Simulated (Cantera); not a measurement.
Charge: 1 mol SiO2, 0.75 mol C, 4.1 mol H2, 0.59 mol CH4, held at 2575 K and 0.100 bar.

These are equilibrium values from Cantera (NASA tables, ideal gas, pure condensed phases), not measurements of a reactor. Candidate condensed phases: C, C6H6, C7H8, C8H18, H2O, Si, SiC, SiO2; 123 gas species. Gases not in the tables: Si2H6 and higher silanes. Kinetics and transport are ignored.

Base state: H2 0.621, CO 0.168, H 0.0863, SiO 0.0843, Si 0.0365, SiH 0.00215, Si2C 0.000802, Si2 0.000484 (mole fractions); condensed: gas only.

Task: What changes in the equilibrium state with this change: C from 0.75 to 3.3 mol?

Result: 
```tsv
species	before	after
H2	0.621	0.615
CO	0.168	0.247
H	0.0863	0.0859
SiO	0.0843	0.00641
Si	0.0365	0.0233
C4H2	2.42e-9	5.50e-5
C3	8.26e-9	1.54e-5
C2H	7.01e-7	0.000106
C2H2 (acetylene)	6.02e-5	0.00904
C(graphite), mol	0	1.02
SiC(s), mol	0	0.627
```

Task: What changes in the equilibrium state with this change: SiO2 replaced by TiO2?

Result: 
```tsv
species	before	after
H2	0.621	0.714
CO	0.168	0.175
H	0.0863	0.0925
SiO	0.0843	0
Si	0.0365	0
Ti	0	0.0125
TiO	0	0.00622
SiH	0.00215	0
Si2C	0.000802	0
TiC(s), mol	0	0.127
TiO(l), mol	0	0.743
```
Mutual solubility and eutectic melting of coexisting phases are not modelled. TiC, TiO: taken at fixed stoichiometry. Condensed phases not in the tables: solid solutions among these carbides, nitrides and lower oxides. Further candidate phases: Ti, TiC, TiO, TiO2, Ti2O3, Ti3O5, Ti4O7.
